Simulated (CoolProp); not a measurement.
A closed Brayton cycle with carbon dioxide: compressor inlet 313.15 K and 9.1 MPa, high pressure 23.4 MPa, turbine inlet 850 K, compressor efficiency 0.8, turbine efficiency 0.85, recuperator effectiveness 0 (on enthalpy, no pinch check). Each further row changes one setting.

The numbers come from the reference Helmholtz-energy equation of state, Span 1996 in CoolProp.

| case | thermal efficiency (%) | net work (kJ/kg) | compressor to turbine work | compressor exit (K) | turbine exit (K) |
|---|---|---|---|---|---|
| as stated | (withheld) | 91.8 | 0.24 | 354.9 | 740.6 |
| turbine inlet 800 K | (withheld) | 83.7 | (withheld) | 354.9 | 694.4 |
| compressor inlet 323.15 K | 12.5 | 76.3 | 0.37 | 394.8 | 740.6 |
| high pressure 19.9 MPa | 11.1 | (withheld) | 0.23 | 347.2 | 758.9 |
| recuperator effectiveness 0.5 | (withheld) | 91.8 | 0.24 | 354.9 | 740.6 |

### Question
Fill in the missing entries.

### Answer

- as stated, thermal efficiency (%): 13.1
- turbine inlet 800 K, thermal efficiency (%): 13.2
- turbine inlet 800 K, compressor to turbine work: 0.26
- high pressure 19.9 MPa, net work (kJ/kg): 78.9
- recuperator effectiveness 0.5, thermal efficiency (%): 19.6
